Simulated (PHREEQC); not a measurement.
Synthetic water in mmol/kgw, 75 °C, pH 7.53, pe 12.9: Na 39.7; K 9.7; Ca 42.8; Mg 11.4; Cl 134; S(6) 8.24; Alkalinity (meq/kgw) 0.125; Li 0.0505; Zn 0.404; Si 0.0896; O(0) (counted as O atoms) 0.52; Br 0.455.

Cl is adjusted to close the charge balance.
Valence states are taken as typed.

The numbers come from PHREEQC with the ion-association model, phreeqc.dat.

| Item | Value |
|---|---|
| ionic strength | 0.203 mol/kgw |
| specific conductance | 33400 µS/cm |
| density | 0.982 g/cm³ |

```
species  molality  activity   log γ
-------  --------  --------  ------
Cl-         0.141    0.0978  -0.160
Ca+2       0.0403    0.0115  -0.545
Na+        0.0395    0.0286  -0.140
K+        0.00958   0.00658  -0.163
Mg+2      0.00955   0.00293  -0.514
SO4-2     0.00356  0.000923  -0.586
```

Precipitation was switched off in this run. Constants without temperature data keep their 25 °C values here.
